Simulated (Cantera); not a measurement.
A perfectly stirred reactor is fed with NO : N2 = 1 : 0.24 (molar parts), at 225 Torr; it is held at 2050 K, and followed from long to short residence time.

Detailed kinetics in Cantera: GRI-Mech 3.0 (53 species, 325 reactions).

Problem. What does this change do: NO 1 to 7.6 parts?

Solution. 
| quantity | before | after |
|---|---|---|
| x(NO) at τ = 0.690 s | 0.434 | 0.494 |
| x(O2) at τ = 0.690 s | 0.185 | 0.237 |
| x(N2) at τ = 0.690 s | 0.379 | 0.268 |
| x(O) at τ = 0.690 s | 0.000796 | 0.000896 |
| x(N2O) at τ = 0.690 s | 7.25e-5 | 9.14e-5 |
| x(NO) at τ = 12.0 ms | 0.796 | 0.955 |
| x(O2) at τ = 12.0 ms | 0.00473 | 0.00671 |
| x(N2) at τ = 12.0 ms | 0.198 | 0.0374 |
| x(O) at τ = 12.0 ms | 0.000266 | 0.000300 |
| x(N2O) at τ = 12.0 ms | 0.000265 | 0.000377 |

Problem. What does this change do: 0.013 parts H2O added?

Solution. 
```
quantity                 before     after
---------------------  --------  --------
x(NO) at τ = 0.690 s      0.434     0.425
x(O2) at τ = 0.690 s      0.185     0.185
x(N2) at τ = 0.690 s      0.379     0.378
x(O) at τ = 0.690 s    0.000796  0.000787
x(N2O) at τ = 0.690 s   7.25e-5   6.06e-5
x(NO) at τ = 12.0 ms      0.796     0.788
x(O2) at τ = 12.0 ms    0.00473   0.00485
x(N2) at τ = 12.0 ms      0.198     0.196
x(O) at τ = 12.0 ms    0.000266  0.000164
x(N2O) at τ = 12.0 ms  0.000265  0.000196
```
